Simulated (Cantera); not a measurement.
A closed system holds: 1 mol FeS₂, 4.3 mol H₂S, 1.5 mol CO₂, equilibrated at 8000 Pa.

Equilibrium computed with Cantera from the NASA thermochemical tables; the gas is ideal and each condensed phase is pure. Candidate condensed phases: C, C₆H₆, C₇H₈, C₈H₁₈, Fe, Fe(CO)₅, FeO, Fe(OH)₂, Fe(OH)₃, FeS, FeSO₄, FeS₂, Fe₂O₃, Fe₂(SO₄)₃, Fe₃O₄, H₂O, H₂SO₄, S; 127 gas species. FeS: taken at fixed stoichiometry. Gases not in the tables: S₃ to S₇. Kinetics and transport are ignored. All values below are at 1148 K.

Base state: H₂S 0.397, S₂ 0.172, H₂O 0.115, CO 0.102, H₂ 0.101, CO₂ 0.0988, COS 0.0128, CS₂ 0.000393 (mole fractions); condensed: FeS(s).

Q: What changes in the equilibrium state with this change: CO₂ from 1.5 to 0.21 mol?

A: 
```json
[
 {"species": "H₂S", "before": "0.397", "after": "0.600"},
 {"species": "S₂", "before": "0.172", "after": "0.180"},
 {"species": "H₂", "before": "0.101", "after": "0.149"},
 {"species": "CO₂", "before": "0.0988", "after": "0.00541"},
 {"species": "H₂O", "before": "0.115", "after": "0.0333"},
 {"species": "CO", "before": "0.102", "after": "0.0286"},
 {"species": "COS", "before": "0.0128", "after": "0.00364"},
 {"species": "SO₂", "before": "0.000140", "after": "5.48e-6"},
 {"species": "S₂O", "before": "9.24e-5", "after": "1.89e-5"},
 {"species": "FeS(s), mol", "before": "1.00", "after": "1.00"}
]
```
